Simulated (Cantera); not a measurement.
Charge: 1 mol Si₃N₄, 1.1 mol N₂O, 940 mol H₂, 1.4 mol CO₂, at 5.20 bar.

Method: chemical equilibrium by Gibbs-energy minimisation in Cantera with the NASA 1993 tables (ideal gas, pure condensed phases). Candidate condensed phases: C, C₆H₆, C₇H₈, C₈H₁₈, H₂O, Si, SiC, SiO₂, Si₂N₂O, Si₃N₄; 151 gas species. Mutual solubility and eutectic melting of coexisting phases are not modelled. The tables hold silica as quartz up to 1696 K and as liquid above; real silica turns to tridymite and cristobalite and melts near 1996 K. Gases not in the tables: Si₂H₆ and higher silanes. Kinetics and transport are ignored.

Problem. What share of the Si ends up in condensed phases as a function of T (K), at 1248, 1348, 1448, 1548, 1648, 1748, 1848, 1948, 2048, 2148?

Solution. 
| T (K) | Si condensed (%) | as |
|---|---|---|
| 1248 | 100.0 | SiO₂(β-quartz) + Si₂N₂O(s) |
| 1348 | 100.0 | SiO₂(β-quartz) + Si₂N₂O(s) |
| 1448 | 100.0 | SiO₂(β-quartz) + Si₂N₂O(s) |
| 1548 | 99.8 | SiO₂(β-quartz) + Si₂N₂O(s) |
| 1648 | 97.8 | SiO₂(β-quartz) + Si₂N₂O(s) |
| 1748 | 82.5 | SiO₂(condensed) + Si₂N₂O(s) |
| 1848 | 37.3 | Si₂N₂O(s) |
| 1948 | 4.4 | SiC(s) |
| 2048 | 2.4 | SiC(s) |
| 2148 | 0.0 | - |
